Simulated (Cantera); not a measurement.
Cantera run:

```python
import numpy as np
import cantera as ct

gas_names = """
    H HNO HNO2 HNO3 HO2 H2 H2O H2O2 N NH NH2 NH3 NH2OH NO NO2 NO3 N2 N2H2 N2H4 N2O O OH O2 O3 Si SiH
    SiH2 SiH3 SiH4 SiN SiO SiO2 Si2 Si2N Si3
""".split()
cond_names = """
    H2O(s) H2O(L) Si(cr) Si(L) SiO2(Lqz) SiO2(hqz) SiO2(L) Si2N2O(s) Si3N4(a)
""".split()


# ... load() reads the species with a 1 bar reference pressure and builds the phases ...
atoms = {
    'Si3N4': {'Si': 3, 'N': 4},
    'H2': {'H': 2},
    'N2': {'N': 2},
    'H2O': {'H': 2, 'O': 1},
}
top_T = {'Si2N2O(s)': 2100, 'Si3N4(a)': 2400}  # K; cautious upper limits of use, not melting points


# ... equilibrate(T, P, feed) seeds the gas with the atoms and calls Mixture.equilibrate('TP', solver="vcs", rtol=1e-11, max_steps=5000) ...
results = []
feed = {'Si3N4': 1, 'H2': 390, 'N2': 0.63, 'H2O': 0.0014}  # mol
P = 560  # Pa
for T in [773, 848, 923, 998, 1073, 1148, 1223, 1298, 1373]:
    mix = equilibrate(T, P, feed)
    results.append((T, P, feed, dict(zip(mix.species_names, mix.species_moles))))

top = {s: max(r[3][s] / sum(r[3][g] for g in gas_names) for r in results) for s in gas_names}
cols = sorted((s for s in top if top[s] > 0.001), key=lambda s: -top[s])[:5]
seen = [c for c in cond_names if any(r[3].get(c, 0) > 1e-12 for r in results)]
print("log10 of partial pressures in bar; condensed amounts in mol")
print(f"{'T/K':>10s}" + "".join(f"{s[:9]:>10s}" for s in cols + seen))
for T, P, feed, n in results:
    ng = sum(n[g] for g in gas_names)
    print(f"{T:10.4g}" + "".join(f"{np.log10(max(n[s] / ng * P / 1e5, 1e-99)):10.3f}" for s in cols)
          + "".join(f"{n.get(c, 0):10.4g}" for c in seen))
```

Output:

```
log10 of partial pressures in bar; condensed amounts in mol
       T/K        H2        N2 Si2N2O(s)  Si3N4(a)
       773    -2.253    -5.044    0.0014    0.9991
       848    -2.253    -5.044    0.0014    0.9991
       923    -2.253    -5.044    0.0014    0.9991
       998    -2.253    -5.044    0.0014    0.9991
      1073    -2.253    -5.044    0.0014    0.9991
      1148    -2.253    -5.044    0.0014    0.9991
      1223    -2.253    -5.044  0.001397    0.9991
      1298    -2.253    -5.044  0.001324    0.9991
      1373    -2.253    -5.044         0    0.9995
```

Method: chemical equilibrium by Gibbs-energy minimisation in Cantera with the NASA 1993 tables (ideal gas, pure condensed phases). Mutual solubility and eutectic melting of coexisting phases are not modelled.
